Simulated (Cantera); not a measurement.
Charge: 1 mol CH3SiH3, 1 mol H2, equilibrated at 1.00 bar.

Cantera equilibrium calculation (NASA polynomials, part measured and part estimated; ideal gas, pure solids and liquids). Candidate condensed phases: C, C6H6, C7H8, C8H18, Si, SiC; 87 gas species. The feed counts by its element totals alone. Mutual solubility and eutectic melting of coexisting phases are not modelled. Gases not in the tables: Si2H6 and higher silanes. Rates play no part.

x: gas mole fraction; n: condensed amount in mol.

```csv
T (K),x H2,x H,x CH4,x SiH2,x Si,n Si(s),n SiC(s)
1098,1.000,2.47e-8,3.12e-5,___,<1e-12,0.000123,1.000
1173,1.000,1.18e-7,2.77e-5,___,<1e-12,0.000108,1.000
1248,1.000,4.67e-7,2.49e-5,___,7.76e-12,0,1.000
1323,1.000,1.59e-6,2.26e-5,___,8.87e-11,0,1.000
1398,1.000,4.73e-6,2.08e-5,___,7.79e-10,0,1.000
1473,1.000,1.27e-5,1.92e-5,___,5.47e-9,0,1.000
1548,1.000,3.08e-5,1.79e-5,___,3.18e-8,0,1.000
1623,1.000,6.91e-5,1.68e-5,___,1.56e-7,0,1.000
1698,1.000,0.000145,1.66e-5,___,6.43e-7,0,1.000
1773,1.000,0.000284,2.33e-5,___,1.64e-6,0,1.000
1848,0.999,0.000530,3.22e-5,___,3.82e-6,0,1.000
1923,0.999,0.000942,4.29e-5,___,8.46e-6,0,1.000
```

### Question
Some entries are withheld; supply them.

### Answer

- 1098, x SiH2: 1.25e-9
- 1173, x SiH2: 6.81e-9
- 1248, x SiH2: 3.02e-8
- 1323, x SiH2: 1.13e-7
- 1398, x SiH2: 3.66e-7
- 1473, x SiH2: 1.05e-6
- 1548, x SiH2: 2.73e-6
- 1623, x SiH2: 6.47e-6
- 1698, x SiH2: 1.37e-5
- 1773, x SiH2: 1.90e-5
- 1848, x SiH2: 2.53e-5
- 1923, x SiH2: 3.35e-5
